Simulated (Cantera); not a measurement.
Cantera run, input and output.

```python
import numpy as np
import cantera as ct

gas = ct.Solution("gri30.yaml")
gas.TPX = 550, 500000, {'CH4': 1, 'C2H6': 1.2, 'O2': 5.17, 'N2': 19.4, 'H2O': 0.58}
inlet = ct.Reservoir(gas, clone=True)
gas.equilibrate("HP")  # start burning
reactor = ct.IdealGasConstPressureReactor(gas, energy="on", clone=False)
exhaust = ct.Reservoir(gas, clone=True)
tau = [0.093, 0.046, 0.022, 0.011, 0.0054, 0.0027, 0.0013, 0.00064, 0.00032, 0.00016, 7.6e-05, 3.7e-05, 1.8e-05][0]
for a, b in ((inlet, reactor), (reactor, exhaust)):
    ct.MassFlowController(a, b, mdot=lambda t: reactor.mass / tau)
net = ct.ReactorNet([reactor])
show = ['CH4', 'C2H6', 'O2', 'HCN', 'H2', 'HO2']

rows = []
print(f"{'tau/s':>10s}{'T/K':>9s}" + "".join(f"{s:>11s}" for s in show))
for tau in [0.093, 0.046, 0.022, 0.011, 0.0054, 0.0027, 0.0013, 0.00064, 0.00032, 0.00016, 7.6e-05, 3.7e-05, 1.8e-05]:
    net.initial_time = 0.0
    net.advance(30 * tau)
    before = gas.X
    net.advance(40 * tau)
    drift = np.max(np.abs(gas.X - before) / (gas.X + 1e-9))
    rows.append([gas.T, *gas[show].X, drift])
    print(f"{tau:10.3e}{gas.T:9.1f}" + "".join(f"{x:11.3e}" for x in gas[show].X))
```

It prints:

```
     tau/s      T/K        CH4       C2H6         O2        HCN         H2        HO2
 9.300e-02   2312.3  4.893e-06  5.678e-08  1.126e-04  8.986e-07  2.340e-02  6.555e-08
 4.600e-02   2310.3  8.021e-06  1.123e-07  1.513e-04  1.605e-06  2.344e-02  8.794e-08
 2.200e-02   2306.9  1.230e-05  2.265e-07  2.224e-04  2.752e-06  2.349e-02  1.333e-07
 1.100e-02   2302.1  1.707e-05  4.316e-07  3.345e-04  4.261e-06  2.358e-02  2.139e-07
 5.400e-03   2295.1  2.278e-05  8.236e-07  5.208e-04  6.268e-06  2.371e-02  3.653e-07
 2.700e-03   2285.5  2.983e-05  1.525e-06  8.067e-04  8.691e-06  2.391e-02  6.242e-07
 1.300e-03   2271.7  4.059e-05  2.888e-06  1.273e-03  1.178e-05  2.421e-02  1.085e-06
 6.400e-04   2254.1  5.746e-05  5.346e-06  1.956e-03  1.539e-05  2.461e-02  1.810e-06
 3.200e-04   2231.9  8.606e-05  9.821e-06  2.942e-03  1.964e-05  2.510e-02  2.915e-06
 1.600e-04   2203.9  1.394e-04  1.842e-05  4.405e-03  2.497e-05  2.569e-02  4.654e-06
 7.600e-05   2164.9  2.636e-04  3.835e-05  6.944e-03  3.271e-05  2.637e-02  7.942e-06
 3.700e-05   2105.8  6.147e-04  9.208e-05  1.198e-02  4.264e-05  2.708e-02  1.567e-05
 1.800e-05    550.0  3.656e-02  4.388e-02  1.890e-01 -2.874e-19 -2.600e-16 -3.313e-18
```

Model: GRI-Mech 3.0 (53 species, 325 reactions), integrated in Cantera.
